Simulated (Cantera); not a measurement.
A jet of CH4 : O2 : N2 = 0.018 : 0.14 : 0.79 (molar parts) at 300 K and 9000 Pa hits a platinum plate 6.3 cm away at a mass flux of 0.13 kg/m²/s; the plate temperature is set and raised in steps from an oxygen-covered start.

Model: Deutschmann's 1995 Pt surface mechanism with GRI-Mech 3.0 gas chemistry, integrated in Cantera. Catalytic surfaces can have several steady states; this one follows from the mechanism file's or the stated starting coverage.

One state of this run: wall x CH4 = 0.00462; wall x O2 = 0.117; wall x H2O = 0.0265; wall x OH = 2.18e-6; wall x CO = 7.14e-6; wall x CO2 = 0.0174; θ free Pt = 0.520; θ O* = 0.479. x: mole fraction at the wall; θ: surface coverage.

Question: Which value of plate T (K) does it belong to?
A. 1050
B. 1300
C. 1150
D. 1200

Answer: C, 1150
